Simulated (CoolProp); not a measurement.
Hydrogen sulfide along the isobar 28.8 MPa: density (kg/m³) from the reference equation and from simpler models built on Tc = 100.0 °C, pc = 8.999 MPa, ω = 0.101; each cubic takes its own stable root.

Model: reference Helmholtz-energy equation of state, Lemmon 2006, in CoolProp. It is a short technical equation, of lower accuracy than the large ones.

```csv
T (°C),phase,reference
59.85,liquid,765.9
95.05,liquid,689.3
130.15,supercritical,600.4
165.35,supercritical,499.1
200.45,supercritical,401.5
235.65,supercritical,327.7
270.85,supercritical,277.8
305.95,supercritical,243.3
341.15,supercritical,218.0
```

Q: How far does each simpler model (van der Waals, Redlich-Kwong, Soave-Redlich-Kwong, Peng-Robinson) lie from the reference over these 9 states: mean and median of the absolute difference, and the worst?

A: 
- van der Waals: mean 13.3 %, median 8.3 %, worst -28.3 % at 59.85 °C and 28.8 MPa
- Redlich-Kwong: mean 3.5 %, median 3.0 %, worst -6.4 % at 130.15 °C and 28.8 MPa
- Soave-Redlich-Kwong: mean 5.9 %, median 5.7 %, worst -8.8 % at 165.35 °C and 28.8 MPa
- Peng-Robinson: mean 2.2 %, median 1.3 %, worst +7.5 % at 59.85 °C and 28.8 MPa
